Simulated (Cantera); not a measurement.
**N2O furnace oxynitridation**

An isothermal, constant-pressure homogeneous reactor starts with 88.5 % N₂O, 11.5 % O₂, at 1098 K and 20.0 Torr.

Model: GRI-Mech 3.0 (53 species, 325 reactions), integrated in Cantera. GRI-Mech 3.0 was tuned for natural gas; its chemistry of N2O as a main component is partial and can be far from experiment. Radical loss at walls, strong at low pressure, is not modelled. The mechanism lacks the step 2 NO + O2 → 2 NO2, which can matter for NO2 below about 1400 K. The temperature is held fixed by assumption; the heat of reaction is taken as removed at once.

| t (s) | x N₂O | x O₂ | x N₂ | x O | x NO |
|---|---|---|---|---|---|
| 0.000700 | 0.885 | 0.115 | 9.30e-7 | 2.73e-7 | 4.59e-8 |
| 0.00165 | 0.885 | 0.115 | 2.49e-6 | 3.16e-7 | 1.52e-7 |
| 0.00387 | 0.885 | 0.115 | 6.25e-6 | 3.20e-7 | 4.15e-7 |
| 0.00910 | 0.885 | 0.115 | 1.51e-5 | 3.20e-7 | 1.03e-6 |
| 0.0214 | 0.885 | 0.115 | 3.59e-5 | 3.20e-7 | 2.49e-6 |
| 0.0503 | 0.885 | 0.115 | 8.48e-5 | 3.20e-7 | 5.91e-6 |
| 0.118 | 0.885 | 0.115 | 0.000200 | 3.20e-7 | 1.39e-5 |
| 0.278 | 0.884 | 0.115 | 0.000470 | 3.20e-7 | 3.28e-5 |
| 0.654 | 0.883 | 0.116 | 0.00110 | 3.20e-7 | 7.72e-5 |
| 1.54 | 0.881 | 0.116 | 0.00259 | 3.20e-7 | 0.000181 |
| 3.62 | 0.876 | 0.118 | 0.00608 | 3.20e-7 | 0.000425 |
| 8.51 | 0.864 | 0.121 | 0.0142 | 3.20e-7 | 0.000990 |
| 20.0 | 0.836 | 0.129 | 0.0326 | 3.20e-7 | 0.00228 |
x: mole fraction; the columns are a selection and need not sum to one.

Equilibrium at this temperature and pressure: N₂O 1.09e-9, O₂ 0.386, N₂ 0.613, O 9.09e-9, NO 0.000100 (gas phase only).
